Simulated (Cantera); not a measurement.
Mixture: CH4 : O2 : N2 : CO2 = 1 : 1.54 : 10.5 : 0.5 (molar parts), equivalence ratio 1.3, at 460000 Pa, adiabatic and at constant volume. Ignition delay is the time to a rise of 400 K.

Computed with Cantera and GRI-Mech 3.0 (53 species, 325 reactions).

Q: What does this change do: N2 10.5 to 7.1 parts?

A: 
```tsv
quantity	before	after
delay at 1125 K	60.5 ms	42.3 ms
delay at 1175 K	31.0 ms	21.4 ms
delay at 1225 K	16.3 ms	11.2 ms
delay at 1275 K	8.85 ms	6.04 ms
delay at 1325 K	4.90 ms	3.34 ms
delay at 1375 K	2.76 ms	1.88 ms
delay at 1425 K	1.59 ms	1.09 ms
apparent activation energy between 1325 and 1425 K	180 kJ/mol	180 kJ/mol
```
